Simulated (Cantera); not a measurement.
A closed system holds: 1 mol AlN, 12 mol HCl, 48 mol H2, equilibrated at 1923.15 K and 0.100 bar.

These are equilibrium values from Cantera (NASA tables, ideal gas, pure condensed phases), not measurements of a reactor. Candidate condensed phases: Al, AlCl3, AlN, NH4Cl; 20 gas species. The tables' values for AlCl2 are old estimates; treat these amounts as uncertain. Kinetics and transport are ignored.

Base state: H2 0.801, HCl 0.171, AlCl 0.0101, N2 0.00822, AlCl2 0.00353, AlCl3 0.00284, H 0.00267, Cl 0.000429 (mole fractions); condensed: gas only.

Question: What changes in the equilibrium state with this change: H2 from 48 to 0.36 mol?

Answer: 
| species | before | after |
|---|---|---|
| HCl | 0.171 | 0.730 |
| H2 | 0.801 | 0.144 |
| AlCl3 | 0.00284 | 0.0692 |
| N2 | 0.00822 | 0.0401 |
| AlCl | 0.0101 | 0.00242 |
| Cl | 0.000429 | 0.00432 |
| AlCl2 | 0.00353 | 0.00855 |
| H | 0.00267 | 0.00113 |
